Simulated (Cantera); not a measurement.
Input (Python, Cantera) and output of one run.

```python
import numpy as np
import cantera as ct

gas_names = [...]  # 109 gases of nasa_gas.yaml made of C, Cl, H, Si
cond_names = """
    C(gr) C6H6(L) C7H8(L) C8H18(L),n-octa Si(cr) Si(L) SiC(b)
""".split()


# ... load() reads the species with a 1 bar reference pressure and builds the phases ...
atoms = {
    'SiH2Cl2': {'Si': 1, 'H': 2, 'CL': 2},
    'C2H4': {'C': 2, 'H': 4},
    'H2': {'H': 2},
}
top_T = {'C(gr)': 4500, 'SiC(b)': 3050}  # K; cautious upper limits of use, not melting points


# ... equilibrate(T, P, feed) seeds the gas with the atoms and calls Mixture.equilibrate('TP', solver="vcs", rtol=1e-11, max_steps=5000) ...
results = []
feed = {'SiH2Cl2': 1, 'C2H4': 0.022, 'H2': 6.5}  # mol
P = 5000  # Pa
for T in [1550, 1650, 1750, 1850, 1950, 2050, 2150, 2250, 2350]:
    mix = equilibrate(T, P, feed)
    results.append((T, P, feed, dict(zip(mix.species_names, mix.species_moles))))

top = {s: max(r[3][s] / sum(r[3][g] for g in gas_names) for r in results) for s in gas_names}
cols = sorted((s for s in top if top[s] > 0.0001), key=lambda s: -top[s])[:9]
seen = [c for c in cond_names if any(r[3].get(c, 0) > 1e-12 for r in results)]
print("log10 of partial pressures in bar; condensed amounts in mol")
print(f"{'T/K':>10s}" + "".join(f"{s[:9]:>10s}" for s in cols + seen))
for T, P, feed, n in results:
    ng = sum(n[g] for g in gas_names)
    print(f"{T:10.4g}" + "".join(f"{np.log10(max(n[s] / ng * P / 1e5, 1e-99)):10.3f}" for s in cols)
          + "".join(f"{n.get(c, 0):10.4g}" for c in seen))
```

It prints:

```
log10 of partial pressures in bar; condensed amounts in mol
       T/K        H2       HCL     SiCL2         H        Si      SiCL        CL     SiCL3      Si2C    Si(cr)     Si(L)    SiC(b)
      1550    -1.384    -2.238    -2.570    -5.194    -7.479    -6.341    -6.146    -3.854   -10.131    0.4657         0   0.04399
      1650    -1.384    -2.241    -2.547    -4.734    -6.572    -5.762    -5.696    -4.079    -8.926    0.4546         0   0.04399
      1750    -1.385    -2.229    -2.551    -4.326    -5.824    -5.290    -5.283    -4.286    -7.916         0    0.4647   0.04399
      1850    -1.388    -2.209    -2.570    -3.963    -5.191    -4.894    -4.903    -4.475    -7.052         0    0.4857   0.04398
      1950    -1.391    -2.193    -2.591    -3.636    -4.623    -4.541    -4.564    -4.649    -6.280         0    0.5017   0.04389
      2050    -1.395    -2.181    -2.614    -3.342    -4.112    -4.225    -4.259    -4.811    -5.585         0    0.5072   0.04347
      2150    -1.401    -2.175    -2.640    -3.076    -3.649    -3.942    -3.984    -4.965    -4.957         0    0.4892   0.04179
      2250    -1.413    -2.175    -2.673    -2.836    -3.227    -3.689    -3.738    -5.119    -4.387         0    0.4177   0.03565
      2350    -1.434    -2.188    -2.719    -2.621    -2.842    -3.465    -3.520    -5.281    -3.867         0    0.2253   0.01483
```

Equilibrium computed with Cantera from the NASA thermochemical tables; the gas is ideal and each condensed phase is pure. Mutual solubility and eutectic melting of coexisting phases are not modelled. The tables' values for SiCl, SiCl3 are old estimates; treat these amounts as uncertain. Gases not in the tables: Si2H6 and higher silanes.
